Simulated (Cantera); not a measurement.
Ammonia decomposition in nitride growth gas

An isothermal, constant-pressure homogeneous reactor starts with NH₃ : N₂ = 1 : 8.5 (molar parts), at 2050 K and 10.00 Torr.

Cantera simulation using the gas-phase N/H chemistry of the illustrative SiF4/NH3 mechanism in the Surface Chemkin manual (1991); the numbers are that mechanism's predictions, not measurements. Walls and surfaces, which speed up NH3 decomposition in real reactors, are not modelled.

| t (s) | x NH₃ | x H₂ | x NH | x N₂H₄ | x N₂ | x N₂H₂ | x N |
|---|---|---|---|---|---|---|---|
| 1.00e-6 | 0.105 | 4.46e-10 | <1e-12 | <1e-12 | 0.895 | <1e-12 | <1e-12 |
| 3.74e-6 | 0.105 | 6.02e-9 | <1e-12 | <1e-12 | 0.895 | <1e-12 | <1e-12 |
| 1.40e-5 | 0.105 | 7.49e-8 | 1.38e-12 | <1e-12 | 0.895 | <1e-12 | <1e-12 |
| 5.23e-5 | 0.105 | 7.21e-7 | 5.68e-11 | <1e-12 | 0.895 | 1.80e-12 | <1e-12 |
| 0.000196 | 0.105 | 4.24e-6 | 1.46e-9 | <1e-12 | 0.895 | 7.40e-11 | <1e-12 |
| 0.000731 | 0.105 | 1.78e-5 | 2.86e-8 | 5.39e-12 | 0.895 | 1.55e-9 | 3.49e-11 |
| 0.00273 | 0.105 | 7.09e-5 | 5.35e-7 | 7.70e-11 | 0.895 | 2.98e-8 | 1.93e-9 |
| 0.0102 | 0.105 | 0.000432 | 4.41e-6 | 9.96e-10 | 0.894 | 5.25e-7 | 2.91e-8 |
| 0.0382 | 0.100 | 0.00607 | 1.60e-5 | 3.14e-9 | 0.893 | 2.43e-6 | 5.33e-7 |
| 0.143 | 0.0829 | 0.0298 | 2.03e-5 | 1.33e-9 | 0.887 | 1.64e-6 | 2.00e-6 |
| 0.535 | 0.0461 | 0.0799 | 1.72e-5 | 3.93e-10 | 0.873 | 6.75e-7 | 2.84e-6 |
| 2.00 | 0.00877 | 0.131 | 8.21e-6 | 3.00e-11 | 0.860 | 7.97e-8 | 2.33e-6 |
x: mole fraction; the columns are a selection and need not sum to one.

Equilibrium at this temperature and pressure: NH₃ 1.18e-8, H₂ 0.139, NH 3.04e-9, N₂H₄ <1e-12, N₂ 0.854, N₂H₂ <1e-12, N 1.45e-8 (gas phase only).
